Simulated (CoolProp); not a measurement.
Vapour pressure (MPa) of normal hydrogen: the reference equation beside estimates from Tc = 33.1 K, pc = 1.296 MPa, ω = -0.219.

Computed with CoolProp (reference Helmholtz-energy equation of state, Leachman 2009).

```csv
T (K),reference,Lee-Kesler,van der Waals,Redlich-Kwong,Peng-Robinson
23.6,0.2355,0.2357,0.2833,0.1307,0.2433
24.4,0.2821,0.2822,0.3344,0.1710,0.2918
25.2,0.3348,0.3348,0.3911,0.2195,0.3465
26,0.3940,0.3939,0.4536,0.2768,0.4077
26.8,0.4602,0.4599,0.5220,0.3438,0.4758
27.6,0.5338,0.5334,?,0.4211,0.5510
28.4,0.6154,0.6149,0.6777,0.5096,0.6338
29.2,0.7054,0.7048,0.7652,?,0.7243
30,0.8043,0.8039,0.8593,0.7223,0.8231
30.7,0.8988,0.8987,0.9473,0.8314,0.9164
31.5,1.016,1.017,1.054,0.9689,1.031
32.3,1.145,?,?,1.120,1.155
```

Some entries are withheld; supply them.


- 27.6, van der Waals: 0.5967
- 29.2, Redlich-Kwong: 0.6097
- 32.3, Lee-Kesler: 1.146
- 32.3, van der Waals: 1.168

Absolute difference from the reference over all 12 rows, mean and median: Lee-Kesler 0.1 and 0.1 %, van der Waals 11.0 and 11.0 %, Redlich-Kwong 20.8 and 19.2 %, Peng-Robinson 2.7 and 3.1 %.
